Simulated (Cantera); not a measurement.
Feed: 1 mol C₆H₆, 5.3 mol CO₂, equilibrated at 1550 K and 1.33 mbar.

Method: chemical equilibrium by Gibbs-energy minimisation in Cantera with the NASA 1993 tables (ideal gas, pure condensed phases). Candidate condensed phases: C, C₆H₆, C₇H₈, C₈H₁₈, H₂O; 110 gas species. Rates play no part.

Base state: CO 0.779, H₂ 0.220, H 0.000405 (mole fractions); condensed: C(graphite).

Task: What changes in the equilibrium state with this change: CO₂ from 5.3 to 0.042 mol?

Result: 
| species | before | after |
|---|---|---|
| H₂ | 0.220 | 0.972 |
| CO | 0.779 | 0.0272 |
| H | 0.000405 | 0.000850 |
| C₂H₂ (acetylene) | 3.54e-6 | 1.56e-5 |
| C(graphite), mol | 0.700 | 5.96 |

Task: What changes in the equilibrium state with this change: temperature from 1550 K to 2600 K?

Result: 
| species | before | after |
|---|---|---|
| CO | 0.779 | 0.677 |
| H | 0.000405 | 0.259 |
| H₂ | 0.220 | 0.0607 |
| C₃ | <1e-9 | 0.00166 |
| C | <1e-9 | 0.000468 |
| C₂H | <1e-9 | 0.000370 |
| C(graphite), mol | 0.700 | 0.566 |
